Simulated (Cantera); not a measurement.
A closed system holds: 1 mol (CH₃)₂SiCl₂, 1.2 mol C₂H₂, 17 mol H₂, held at 1330 Pa.

Equilibrium computed with Cantera from the NASA thermochemical tables; the gas is ideal and each condensed phase is pure. Candidate condensed phases: C, C₆H₆, C₇H₈, C₈H₁₈, Si, SiC; 109 gas species. The feed counts by its element totals alone. Gases not in the tables: Si₂H₆ and higher silanes. Equilibrium is a limit: real reactors are often held back by kinetics, nucleation or transport.

Task: Which condensed phases are stable at each of these points (T (K)): 2173, 2223, 2273, 2323, 2373, 2423, 2473, 2523?

Result: 
```tsv
T (K)	condensed phases	Si condensed (%)
2173	C(graphite) + SiC(s)	89.9
2223	C(graphite) + SiC(s)	83.5
2273	C(graphite) + SiC(s)	71.9
2323	C(graphite) + SiC(s)	51.0
2373	C(graphite) + SiC(s)	13.1
2423	C(graphite)	0.0
2473	C(graphite)	0.0
2523	C(graphite)	0.0
```

From 2173 K to 2373 K the condensed part is C(graphite) + SiC(s). From 2423 K to 2523 K the condensed part is C(graphite).
